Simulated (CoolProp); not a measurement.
Vapour-liquid equilibrium of ethane (1) + n-pentane (2) at 0.249 MPa; x and y are mole fractions of (1).

Model: multi-fluid Helmholtz-energy mixture model, Bücker 2006 and Thol 2019; pair parameters Kunz 2012, in CoolProp.

Problem. Give the bubble temperature and the first vapour's composition at x = 0.125, 0.5, 0.725. Is there an azeotrope?

Solution. x = 0.125: 266.4 K, y = 0.931; x = 0.5: 219.1 K, y = 0.997; x = 0.725: 210.4 K, y = 0.999. No azeotrope shows between x = 0.05 and 0.95.

Pair parameters are fitted to limited data, so mixtures are less certain than the pure fluids. The gap from Raoult's law changes sign with composition, which may be real or a fault of the pair parameters; it wasn't checked against measurements.
